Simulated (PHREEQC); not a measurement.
Solution (20 °C): 0.0064 mol NaHSO4 per kg of water. Closed to the air; pH follows from the charge balance.

Equilibrium calculation in PHREEQC: ion-association model, phreeqc.dat.

Precipitation was switched off in this run.

**Question.** What pH, specific conductance, ionic strength does the model give?

**Answer.** pH 2.34; specific conductance 2340 µS/cm; ionic strength 0.0163 mol/kgw.

**Question.** In which forms is S present?

**Answer.** SO4-2 77 %, HSO4- 21 %, NaSO4- 1.4 % of the S.
